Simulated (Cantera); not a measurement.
A closed system holds: 1 mol BN, 3.4 mol HCl, at 0.830 bar.

Equilibrium computed with Cantera from the NASA thermochemical tables; the gas is ideal and each condensed phase is pure. Candidate condensed phases: B, BN, NH₄Cl; 21 gas species. Gases not in the tables: BHCl₂. The numbers say what is thermodynamically allowed, not how fast it happens.

### Question
At 1100 K, list the 4 most abundant gas species with their mole fractions, and the condensed phases.

### Answer
HCl 0.953, H₂ 0.0233, BCl₃ 0.0155, N₂ 0.00775. Condensed: BN(s).
